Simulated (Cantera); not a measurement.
Input: 1 mol NH3, 0.12 mol H2O, at 615 Torr.

These are equilibrium values from Cantera (NASA tables, ideal gas, pure condensed phases), not measurements of a reactor. Candidate condensed phases: H2O; 47 gas species. Ions and electrons are included (thermal ionisation). Rates play no part.

x: gas mole fraction; nothing condenses.

```
T (K)      x H    x H2   x N2     x H2O       x O       x N      x OH
-----  -------  ------  -----  --------  --------  --------  --------
2000   0.00151   0.706  0.236    0.0565   1.88e-8  4.84e-10   1.21e-5
2500    0.0230   0.688  0.233    0.0555   8.48e-6   1.56e-7  0.000385
3000     0.134   0.594  0.219    0.0483  0.000503   7.20e-6   0.00363
3500       [?]     [?]    [?]       [?]       [?]       [?]       [?]
4000       [?]     [?]    [?]       [?]       [?]       [?]       [?]
4500     0.788  0.0426  0.133  0.000216    0.0283   0.00362   0.00280
5000     0.819  0.0133  0.124   1.80e-5    0.0297    0.0129  0.000898
```

Task: Fill in the missing entries.

Result: 
- 4000, x H: 0.670
- 4000, x H2: 0.145
- 4000, x N2: 0.149
- 4000, x H2O: 0.00318
- 4000, x O: 0.0224
- 4000, x N: 0.000757
- 4000, x OH: 0.00861
- 3500, x H: 0.398
- 3500, x H2: 0.373
- 3500, x N2: 0.185
- 3500, x H2O: 0.0239
- 3500, x O: 0.00733
- 3500, x N: 0.000105
- 3500, x OH: 0.0118
